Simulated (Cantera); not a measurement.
Input (Python, Cantera):

```python
import numpy as np
import cantera as ct

surf = ct.Interface("diamond.yaml", "diamond_100")
gas, bulk = surf.adjacent["gas"], surf.adjacent["diamond"]
k = surf.kinetics_species_index(bulk.species_names[0])
cover = ["c6HH", "c6H*", "c6*H", "c6**", "c6HM", "c6B"]

rows, drift = [], 0.0
print(f"{'xH':>10s}{'um/h':>11s}" + "".join(f"{s:>11s}" for s in cover))
for v in [0.0001, 0.00023, 0.00051, 0.0012, 0.0026, 0.0059, 0.013, 0.03, 0.068]:
    T, P, xH, xCH3 = 1400, 27000, v, 0.0013
    gas.TPX = T, P, {"H": xH, "CH3": xCH3, "CH4": 0.011, "H2": 1 - xH - xCH3 - 0.011}
    surf.TP = bulk.TP = T, P
    surf.coverages = "c6H*:0.1, c6HH:0.9"
    surf.advance_coverages(100.0)
    before = surf.coverages
    surf.advance_coverages(100.0)
    drift = max(drift, np.max(np.abs(surf.coverages - before) / (surf.coverages + 1e-9)))
    rate = surf.net_production_rates[k] * bulk.mean_molecular_weight / bulk.density * 3.6e9
    rows.append([rate, *surf[cover].coverages])
    print(f"{v:10.4g}{rate:11.4e}" + "".join(f"{x:11.3e}" for x in rows[-1][1:]))
```

Result:

```
        xH       um/h       c6HH       c6H*       c6*H       c6**       c6HM        c6B
    0.0001 1.1524e+00  7.098e-01  2.784e-02  2.549e-01  2.889e-03  7.934e-04  3.127e-09
   0.00023 5.6370e+00  5.723e-01  4.041e-02  3.698e-01  8.216e-03  1.200e-03  1.530e-08
   0.00051 1.7661e+01  4.653e-01  4.966e-02  4.544e-01  1.770e-02  1.601e-03  4.793e-08
    0.0012 4.1913e+01  3.928e-01  5.538e-02  5.064e-01  3.192e-02  2.015e-03  1.137e-07
    0.0026 7.2218e+01  3.573e-01  5.787e-02  5.284e-01  4.508e-02  2.312e-03  1.960e-07
    0.0059 1.1291e+02  3.381e-01  5.915e-02  5.383e-01  5.576e-02  2.451e-03  3.064e-07
     0.013 1.6823e+02  3.292e-01  5.998e-02  5.421e-01  6.209e-02  2.357e-03  4.565e-07
      0.03 2.5546e+02  3.250e-01  6.110e-02  5.433e-01  6.587e-02  1.995e-03  6.932e-07
     0.068 3.6665e+02  3.231e-01  6.317e-02  5.423e-01  6.824e-02  1.452e-03  9.949e-07
```

Detailed kinetics in Cantera: the Harris–Goodwin 1993 mechanism for the reconstructed diamond (100) surface.
